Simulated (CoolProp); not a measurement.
Vapour-liquid equilibrium of 1-butene (1) + acetone (2) at 1 MPa; x and y are mole fractions of (1).

The numbers come from the multi-fluid Helmholtz-energy mixture model, Lemmon 2005 and Lemmon 2006; pair parameters Bell 2016 in CoolProp.

| x | bubble temperature (K) | y at the bubble point | dew temperature at overall composition x (K) | liquid density (mol/L) |
|---|---|---|---|---|
| 0.05 | 405.9 | 0.201 | 414.0 | 10.92 |
| 0.15 | 388.3 | 0.482 | 408.7 | 10.96 |
| 0.25 | 375.8 | 0.639 | 403.1 | (withheld) |
| 0.35 | 367.3 | 0.729 | 397.1 | 10.71 |
| 0.45 | (withheld) | 0.785 | 390.5 | 10.48 |
| 0.55 | 357.4 | (withheld) | 383.2 | 10.23 |
| 0.65 | 354.1 | 0.858 | 374.8 | 9.989 |
| 0.75 | (withheld) | 0.890 | 365.2 | 9.760 |
| 0.85 | 348.6 | 0.927 | 354.9 | 9.558 |
| 0.95 | 346.1 | (withheld) | 347.3 | 9.391 |

Q: Some entries are withheld; supply them.

A: 
- 0.25, liquid density (mol/L): 10.88
- 0.45, bubble temperature (K): 361.6
- 0.55, y at the bubble point: 0.825
- 0.75, bubble temperature (K): 351.3
- 0.95, y at the bubble point: 0.972

No azeotrope shows between x = 0.05 and 0.95.

Pair parameters are fitted to limited data, so mixtures are less certain than the pure fluids.
